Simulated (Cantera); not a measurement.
**Dilute partial oxidation**

A perfectly stirred reactor is fed with CH2O : O2 : N2 = 0.022 : 0.0028 : 1 (molar parts), equivalence ratio 7.9, at 2100 Torr; it is held at 1323 K, and followed from long to short residence time.

Model: GRI-Mech 3.0 (53 species, 325 reactions), integrated in Cantera.

| τ (s) | x CH2O | x O2 | x HCO | x CH3 | x NO | x H2O |
|---|---|---|---|---|---|---|
| 7.3 | 4.36e-7 | 2.40e-6 | 3.36e-9 | 7.41e-9 | 3.06e-10 | 0.00342 |
| 1.3 | 1.17e-6 | 6.48e-6 | 8.69e-9 | 2.88e-8 | 2.23e-9 | 0.00347 |
| 0.21 | 3.49e-6 | 1.92e-5 | 2.90e-8 | 9.47e-8 | 1.05e-8 | 0.00360 |
| 0.037 | 1.05e-5 | 5.66e-5 | 1.16e-7 | 2.22e-7 | 2.44e-8 | 0.00384 |
| 0.0063 | 4.11e-5 | 0.000201 | 5.63e-7 | 3.67e-7 | 2.73e-8 | 0.00404 |
| 0.0011 | 0.00265 | 0.00149 | 2.67e-6 | 1.42e-8 | 6.28e-11 | 0.00203 |
| 0.00019 | 0.00845 | 0.00182 | 1.06e-5 | 2.73e-8 | 1.92e-11 | 0.00146 |
x: mole fraction; the columns are a selection and need not sum to one.
